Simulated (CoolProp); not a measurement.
Vapour-liquid equilibrium of R143a (1) + R152A (2) at 2.13 bar; x and y are mole fractions of (1).

Values from CoolProp's multi-fluid Helmholtz-energy mixture model, Lemmon and Jacobsen 2000 and Outcalt 1996; pair parameters Bell 2016.

```json
[
 {"x": "0.05", "bubble temperature, mixture model (K)": "264.9", "bubble temperature, Raoult's law (K)": "265.5", "y, mixture model": "0.127", "y, Raoult's law": "0.114"},
 {"x": "0.15", "bubble temperature, mixture model (K)": "260.8", "bubble temperature, Raoult's law (K)": "262.1", "y, mixture model": "0.323", "y, Raoult's law": "0.305"},
 {"x": "0.25", "bubble temperature, mixture model (K)": "257.5", "bubble temperature, Raoult's law (K)": "259.0", "y, mixture model": "0.468", "y, Raoult's law": "0.457"},
 {"x": "0.35", "bubble temperature, mixture model (K)": "254.7", "bubble temperature, Raoult's law (K)": "256.3", "y, mixture model": "0.580", "y, Raoult's law": "0.580"},
 {"x": "0.45", "bubble temperature, mixture model (K)": "252.3", "bubble temperature, Raoult's law (K)": "253.7", "y, mixture model": "0.670", "y, Raoult's law": "0.681"},
 {"x": "0.55", "bubble temperature, mixture model (K)": "250.2", "bubble temperature, Raoult's law (K)": "251.4", "y, mixture model": "0.745", "y, Raoult's law": "0.763"},
 {"x": "0.65", "bubble temperature, mixture model (K)": "248.4", "bubble temperature, Raoult's law (K)": "249.3", "y, mixture model": "0.811", "y, Raoult's law": "0.832"},
 {"x": "0.75", "bubble temperature, mixture model (K)": "246.7", "bubble temperature, Raoult's law (K)": "247.3", "y, mixture model": "0.870", "y, Raoult's law": "0.890"},
 {"x": "0.85", "bubble temperature, mixture model (K)": "245.1", "bubble temperature, Raoult's law (K)": "245.5", "y, mixture model": "0.925", "y, Raoult's law": "0.940"},
 {"x": "0.95", "bubble temperature, mixture model (K)": "243.6", "bubble temperature, Raoult's law (K)": "243.7", "y, mixture model": "0.975", "y, Raoult's law": "0.981"}
]
```

The largest gap from Raoult's law is -1.6 K in bubble temperature, at x = 0.35. No azeotrope shows between x = 0.05 and 0.95.

The pair parameters rest on a limited set of measurements; away from them the model extrapolates.
